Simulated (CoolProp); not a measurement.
o-xylene along the isobar 0.101 MPa: Z from the reference equation and from simpler models built on Tc = 630.3 K, pc = 3.737 MPa, ω = 0.312; each cubic takes its own stable root.

Values from CoolProp's reference Helmholtz-energy equation of state, Zhou 2012.

```
T (K)   phase  reference
-----  ------  ---------
379.9  liquid   0.004218
385.2  liquid   0.004185
390.4  liquid   0.004154
395.7  liquid   0.004124
400.9  liquid   0.004096
406.1  liquid   0.004069
411.4  liquid   0.004043
416.6  liquid   0.004018
421.9     gas     0.9546
427.1     gas     0.9569
432.4     gas     0.9591
```

How far does each simpler model (van der Waals, Redlich-Kwong, Soave-Redlich-Kwong) lie from the reference over these 11 states: mean and median of the absolute difference, and the worst?


- van der Waals: mean 17192.6 %, median 23376.2 %, worst +24255.4 % at 416.6 K and 0.101 MPa
- Redlich-Kwong: mean 12872.0 %, median 23116.2 %, worst +24048.8 % at 416.6 K and 0.101 MPa
- Soave-Redlich-Kwong: mean 9.7 %, median 12.9 %, worst +13.0 % at 416.6 K and 0.101 MPa

At some of these states van der Waals, Redlich-Kwong gives the other phase, because its saturation line lies elsewhere.
